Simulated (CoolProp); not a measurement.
Properties of methane along the isobar 26.2 bar.

Model: reference Helmholtz-energy equation of state, Setzmann 1991, in CoolProp.

| T (°C) | phase | density (kg/m³) | cp (kJ/(kg K)) | isothermal compressibility (1/MPa) | viscosity (µPa s) | Prandtl number |
|---|---|---|---|---|---|---|
| -118.65 | liquid | 352.3 | 4.075 | 0.007504 | 54.6 | 1.77 |
| -74.75 | gas | 31.61 | 2.906 | 0.4900 | 8.36 | 0.945 |
| -30.75 | gas | 23.03 | 2.456 | 0.4227 | 9.82 | (withheld) |
| 13.25 | gas | (withheld) | 2.388 | 0.4022 | 11.2 | 0.778 |
| 57.15 | gas | 15.77 | 2.432 | 0.3927 | 12.6 | 0.758 |
| 101.15 | gas | 13.73 | 2.532 | 0.3876 | 13.9 | 0.746 |
| 145.05 | gas | 12.19 | (withheld) | 0.3845 | 15.1 | 0.738 |
| 189.05 | gas | 10.97 | 2.808 | 0.3826 | 16.3 | 0.733 |

Fill in the missing entries.


- -30.75, Prandtl number: 0.821
- 13.25, density (kg/m³): 18.61
- 145.05, cp (kJ/(kg K)): 2.662

Viscosity comes from a separate model (Quiñones-Cisneros 2006). Thermal conductivity comes from a separate model (Friend 1989).
